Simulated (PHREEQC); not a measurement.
1 kg of water holding 0.059 mol/kgw Na2SO4, 0.49 mol/kgw NaCl and 0.026 mol/kgw Na2CO3 is evaporated at 20 °C; the solids stay in contact with the brine. CO2 is held at log p = -3.4 (atm). The run lets Burkeite, Halite, Mirabilite, Nahcolite, Natron, Thenardite, Trona precipitate or redissolve, and no other solid.

The series has 23 steps of water left (kg), from 0.9998 to 0.01338.

Computed with PHREEQC (Pitzer model, pitzer.dat).

Problem. Which solids form, in which order, and at which step of the series does each first stand?

Solution. Halite from water left = 0.07804 kg (pH 9.54); Thenardite from water left = 0.06414 kg (pH 9.59); Burkeite from water left = 0.03562 kg (pH 9.69).
